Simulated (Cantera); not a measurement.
A closed system holds: 1 mol C3H8, 0.39 mol CO2, 0.61 mol N2, at 2623 K and 0.390 bar.

Equilibrium computed with Cantera from the NASA thermochemical tables; the gas is ideal and each condensed phase is pure. Candidate condensed phases: C, C6H6, C7H8, C8H18, H2O; 136 gas species. The numbers say what is thermodynamically allowed, not how fast it happens.

Base state: H2 0.668, CO 0.141, N2 0.0963, H 0.0551, HCN 0.0241, C2H2 (acetylene) 0.0118, HNC 0.00323, CN 0.000136 (mole fractions); condensed: C(graphite).

Question: What changes in the equilibrium state with this change: pressure from 0.390 bar to 1.00 bar?

Answer: 
```tsv
species	before	after
H2	0.668	0.685
CO	0.141	0.142
N2	0.0963	0.0972
H	0.0551	0.0349
C2H2 (acetylene)	0.0118	0.0121
HCN	0.0241	0.0245
CH4	2.16e-5	5.84e-5
CH3	3.12e-5	5.19e-5
CN	0.000136	8.51e-5
C(graphite), mol	2.32	2.32
```

Question: What changes in the equilibrium state with this change: pressure from 0.390 bar to 11.0 bar?

Answer: 
```json
[
 {"species": "H2", "before": "0.668", "after": "0.705"},
 {"species": "CO", "before": "0.141", "after": "0.144"},
 {"species": "N2", "before": "0.0963", "after": "0.0984"},
 {"species": "H", "before": "0.0551", "after": "0.0107"},
 {"species": "C2H2 (acetylene)", "before": "0.0118", "after": "0.0125"},
 {"species": "HCN", "before": "0.0241", "after": "0.0250"},
 {"species": "C2H4", "before": "1.48e-6", "after": "4.65e-5"},
 {"species": "CH4", "before": "2.16e-5", "after": "0.000679"},
 {"species": "NH3", "before": "6.09e-7", "after": "1.88e-5"},
 {"species": "CH3CN", "before": "3.47e-7", "after": "1.07e-5"},
 {"species": "H2O", "before": "6.67e-7", "after": "2.03e-5"},
 {"species": "C(graphite), mol", "before": "2.32", "after": "2.31"}
]
```
